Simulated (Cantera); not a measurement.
Input: 1 mol c-C₄F₈, 1.9 mol H₂, equilibrated at 3102 °C and 13300 Pa.

These are equilibrium values from Cantera (NASA tables, ideal gas, pure condensed phases), not measurements of a reactor. Candidate condensed phases: C, C₆H₆, C₇H₈, C₈H₁₈; 95 gas species. The feed counts by its element totals alone. The numbers say what is thermodynamically allowed, not how fast it happens.

**Question.** What is the equilibrium state?

**Answer.** 
| Quantity | Result |
|---|---|
| x(HF) | 0.407 |
| x(F) | 0.366 |
| x(CF) | 0.0839 |
| x(C₃) | 0.0803 |
| x(CF₂) | 0.0207 |
| x(H) | 0.0183 |
| x(C) | 0.00903 |
| x(C₂) | 0.00879 |
| x(C₅) | 0.00403 |
| n(C(graphite)) | 0.463 mol |
| gas amount | 8.904 mol |
